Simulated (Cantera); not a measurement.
## Hydrogen reduction and annealing atmospheres: V2O5 + H2

Input: 1 mol V2O5, 2200 mol H2, equilibrated at 10.0 mbar.

Equilibrium computed with Cantera from the NASA thermochemical tables; the gas is ideal and each condensed phase is pure. Candidate condensed phases: H2O, V, VO, V2O3, V2O4, V2O5; 12 gas species. Mutual solubility and eutectic melting of coexisting phases are not modelled. VO: taken at fixed stoichiometry. Condensed phases not in the tables: the oxides between V2O3 and V2O5 other than VO2. The numbers say what is thermodynamically allowed, not how fast it happens.

| T (K) | x H2 | x H2O | x H | x VO2 | x VO | x OH | x V | n V2O3(s) | n VO(s) |
|---|---|---|---|---|---|---|---|---|---|
| 1050 | 0.999 | 0.000909 | 8.11e-8 | <1e-12 | <1e-12 | <1e-12 | <1e-12 | 1.00 | 0 |
| 1100 | 0.999 | 0.000909 | 2.58e-7 | <1e-12 | <1e-12 | 1.05e-12 | <1e-12 | 1.00 | 0 |
| 1150 | 0.999 | 0.000909 | 7.46e-7 | <1e-12 | <1e-12 | 4.10e-12 | <1e-12 | 1.00 | 0 |
| 1200 | 0.999 | 0.000909 | 1.97e-6 | 1.29e-12 | <1e-12 | 1.43e-11 | <1e-12 | 1.00 | 0 |
| 1250 | 0.999 | 0.000909 | 4.83e-6 | 8.92e-12 | <1e-12 | 4.54e-11 | <1e-12 | 1.00 | 0 |
| 1300 | 0.999 | 0.00101 | 1.11e-5 | 5.57e-11 | 7.25e-12 | 1.46e-10 | <1e-12 | 0.781 | 0.437 |
| 1350 | 0.999 | 0.00136 | 2.38e-5 | 3.27e-10 | 4.56e-11 | 5.28e-10 | <1e-12 | 0 | 2.00 |
| 1400 | 0.999 | 0.00136 | 4.86e-5 | 1.27e-9 | 2.51e-10 | 1.32e-9 | 1.71e-12 | 0 | 2.00 |
| 1450 | 0.999 | 0.00136 | 9.45e-5 | 4.47e-9 | 1.22e-9 | 3.09e-9 | 1.28e-11 | 0 | 2.00 |
| 1500 | 0.998 | 0.00136 | 0.000176 | 1.45e-8 | 5.32e-9 | 6.86e-9 | 8.33e-11 | 0 | 2.00 |
| 1550 | 0.998 | 0.00136 | 0.000315 | 4.32e-8 | 2.10e-8 | 1.44e-8 | 4.79e-10 | 0 | 2.00 |
| 1600 | 0.998 | 0.00136 | 0.000543 | 1.20e-7 | 7.57e-8 | 2.90e-8 | 2.46e-9 | 0 | 2.00 |
x: gas mole fraction; n: condensed amount in mol.

From 1050 K to 1250 K the condensed part is V2O3(s). At 1300 K the condensed part is VO(s) + V2O3(s). From 1350 K to 1600 K the condensed part is VO(s).
